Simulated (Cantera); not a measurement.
An adiabatic, constant-volume homogeneous reactor starts with C3H8 : O2 : N2 = 1 : 3.12 : 11.8 (molar parts), equivalence ratio 1.6, at 1673 K and 12.0 bar. Integrator tolerance rtol = 1e-08.

Computed with Cantera and GRI-Mech 3.0 (53 species, 325 reactions). GRI-Mech 3.0 was tuned for natural gas; its chemistry of propane as a main component is partial and can be far from experiment. The pressure lies above the range GRI-Mech 3.0 was tuned for (to about 10 atm). Above 3000 K some thermodynamic fits are extrapolated.

What does this change do: pressure from 12.0 bar to 3.30 bar?


| quantity | before | after |
|---|---|---|
| time of steepest temperature rise | 3.77 µs | 9.22 µs |
| temperature at 0.600 s | 3235 K | 3126 K |
| equilibrium temperature | 3235 K | 3126 K |
| x(C3H8) at 0.600 s | <1e-12 (gas-phase equilibrium <1e-12) | <1e-12 (gas-phase equilibrium <1e-12) |
| x(O2) at 0.600 s | 0.000930 (gas-phase equilibrium 0.000930) | 0.00163 (gas-phase equilibrium 0.00163) |
| x(NO) at 0.600 s | 0.00367 (gas-phase equilibrium 0.00367) | 0.00430 (gas-phase equilibrium 0.00430) |
| x(C2H6) at 0.600 s | <1e-12 (gas-phase equilibrium <1e-12) | <1e-12 (gas-phase equilibrium <1e-12) |
| x(CH2O) at 0.600 s | 1.06e-7 (gas-phase equilibrium 1.06e-7) | 2.82e-8 (gas-phase equilibrium 2.82e-8) |

What does this change do: pressure from 12.0 bar to 5.00 bar?


```
quantity                                                              before                                    after
---------------------------------  -----------------------------------------  ---------------------------------------
time of steepest temperature rise                                    3.77 µs                                  6.87 µs
temperature at 0.600 s                                                3235 K                                   3163 K
equilibrium temperature                                               3235 K                                   3163 K
x(C3H8) at 0.600 s                     <1e-12 (gas-phase equilibrium <1e-12)    <1e-12 (gas-phase equilibrium <1e-12)
x(O2) at 0.600 s                   0.000930 (gas-phase equilibrium 0.000930)  0.00138 (gas-phase equilibrium 0.00138)
x(NO) at 0.600 s                     0.00367 (gas-phase equilibrium 0.00367)  0.00413 (gas-phase equilibrium 0.00413)
x(C2H6) at 0.600 s                     <1e-12 (gas-phase equilibrium <1e-12)    <1e-12 (gas-phase equilibrium <1e-12)
x(CH2O) at 0.600 s                   1.06e-7 (gas-phase equilibrium 1.06e-7)  4.32e-8 (gas-phase equilibrium 4.32e-8)
```
